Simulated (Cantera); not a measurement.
Cantera run:

```python
import numpy as np
import cantera as ct

gas_names = """
    CL CL2 H HCL H2 Si SiCL SiCL2 SiCL3 SiCL4 SiH SiHCL3 SiH2 SiH2CL2 SiH3 SiH3CL SiH4 Si2 Si3
""".split()
cond_names = """
    Si(cr) Si(L)
""".split()


# ... load() reads the species with a 1 bar reference pressure and builds the phases ...
atoms = {
    'Si': {'Si': 1},
    'Cl2': {'CL': 2},
    'H2': {'H': 2},
}
top_T = {}  # K; cautious upper limits of use, not melting points


# ... equilibrate(T, P, feed) seeds the gas with the atoms and calls Mixture.equilibrate('TP', solver="vcs", rtol=1e-11, max_steps=5000) ...
results = []
feed = {'Si': 1, 'Cl2': 0.77, 'H2': 3.2}  # mol
P = 100000  # Pa
for T in [1075, 1100, 1125, 1150, 1175, 1200, 1225, 1250, 1275, 1300, 1325]:
    mix = equilibrate(T, P, feed)
    results.append((T, P, feed, dict(zip(mix.species_names, mix.species_moles))))
    x = sorted(zip(gas.X, gas.species_names), reverse=True)
    print(f"T = {T:g} K  P = {P:g} Pa  gas = {mix.phase_moles(0):.4g} mol")
    print("   x: " + "  ".join(f"{s} {v:.3e}" for v, s in x if v > 0.001))
    print("   condensed (mol): " + ("  ".join(f"{mix.phase(i).name} {mix.phase_moles(i):.4g}"
          for i in range(1, mix.n_phases) if mix.phase_moles(i) > 1e-12) or "none"))
```

Output:

```
T = 1075 K  P = 100000 Pa  gas = 3.564 mol
   x: H2 8.657e-01  SiCL4 6.988e-02  SiHCL3 4.047e-02  HCL 1.858e-02  SiH2CL2 2.741e-03  SiCL3 1.854e-03
   condensed (mol): Si(cr) 0.5874
T = 1100 K  P = 100000 Pa  gas = 3.568 mol
   x: H2 8.630e-01  SiCL4 6.886e-02  SiHCL3 3.968e-02  HCL 2.209e-02  SiH2CL2 2.740e-03  SiCL3 2.387e-03  SiCL2 1.152e-03
   condensed (mol): Si(cr) 0.5901
T = 1125 K  P = 100000 Pa  gas = 3.574 mol
   x: H2 8.601e-01  SiCL4 6.762e-02  SiHCL3 3.880e-02  HCL 2.603e-02  SiCL3 3.029e-03  SiH2CL2 2.732e-03  SiCL2 1.670e-03
   condensed (mol): Si(cr) 0.5929
T = 1150 K  P = 100000 Pa  gas = 3.581 mol
   x: H2 8.567e-01  SiCL4 6.613e-02  SiHCL3 3.783e-02  HCL 3.041e-02  SiCL3 3.790e-03  SiH2CL2 2.716e-03  SiCL2 2.375e-03
   condensed (mol): Si(cr) 0.5957
T = 1175 K  P = 100000 Pa  gas = 3.589 mol
   x: H2 8.529e-01  SiCL4 6.438e-02  SiHCL3 3.676e-02  HCL 3.522e-02  SiCL3 4.675e-03  SiCL2 3.317e-03  SiH2CL2 2.692e-03
   condensed (mol): Si(cr) 0.5985
T = 1200 K  P = 100000 Pa  gas = 3.598 mol
   x: H2 8.487e-01  SiCL4 6.233e-02  HCL 4.046e-02  SiHCL3 3.557e-02  SiCL3 5.688e-03  SiCL2 4.552e-03  SiH2CL2 2.658e-03
   condensed (mol): Si(cr) 0.6012
T = 1225 K  P = 100000 Pa  gas = 3.608 mol
   x: H2 8.440e-01  SiCL4 5.998e-02  HCL 4.610e-02  SiHCL3 3.426e-02  SiCL3 6.825e-03  SiCL2 6.140e-03  SiH2CL2 2.614e-03
   condensed (mol): Si(cr) 0.6036
T = 1250 K  P = 100000 Pa  gas = 3.62 mol
   x: H2 8.389e-01  SiCL4 5.730e-02  HCL 5.211e-02  SiHCL3 3.282e-02  SiCL2 8.145e-03  SiCL3 8.074e-03  SiH2CL2 2.559e-03
   condensed (mol): Si(cr) 0.6056
T = 1275 K  P = 100000 Pa  gas = 3.633 mol
   x: H2 8.334e-01  HCL 5.845e-02  SiCL4 5.429e-02  SiHCL3 3.125e-02  SiCL2 1.063e-02  SiCL3 9.417e-03  SiH2CL2 2.493e-03
   condensed (mol): Si(cr) 0.6072
T = 1300 K  P = 100000 Pa  gas = 3.648 mol
   x: H2 8.275e-01  HCL 6.506e-02  SiCL4 5.097e-02  SiHCL3 2.954e-02  SiCL2 1.364e-02  SiCL3 1.082e-02  SiH2CL2 2.415e-03
   condensed (mol): Si(cr) 0.6081
T = 1325 K  P = 100000 Pa  gas = 3.664 mol
   x: H2 8.212e-01  HCL 7.185e-02  SiCL4 4.736e-02  SiHCL3 2.771e-02  SiCL2 1.723e-02  SiCL3 1.225e-02  SiH2CL2 2.326e-03
   condensed (mol): Si(cr) 0.6082
```

Method: chemical equilibrium by Gibbs-energy minimisation in Cantera with the NASA 1993 tables (ideal gas, pure condensed phases). The tables' values for SiCl3 are old estimates; treat these amounts as uncertain.
